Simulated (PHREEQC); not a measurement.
Consider water at 85 °C with 0.0022 mol AgF and 0.0013 mol KNO3 per kg of water. It is in equilibrium with CO2 at log p = -3.5 (atm). Otherwise closed; pH follows from the charge balance.

The numbers come from PHREEQC with the ion-association model, wateq4f.dat.

| quantity | before | after |
|---|---|---|
| pH | 6.36 | 5.85 |
| HCO3- (mol/kgw) | 4.11e-6 | 1.24e-6 |
| CO3-2 (mol/kgw) | 8.71e-10 | 7.51e-11 |

Problem. What was changed between the two runs?
A) AgF from 0.0022 to 0.00198 mol/kgw
B) AgF left out
C) KNO3 left out
D) AgF from 0.0022 to 0.0033 mol/kgw
E) KNO3 from 0.0013 to 0.013 mol/kgw

Solution. B, AgF left out

No solid was allowed to form. Constants without temperature data keep their 25 °C values here.
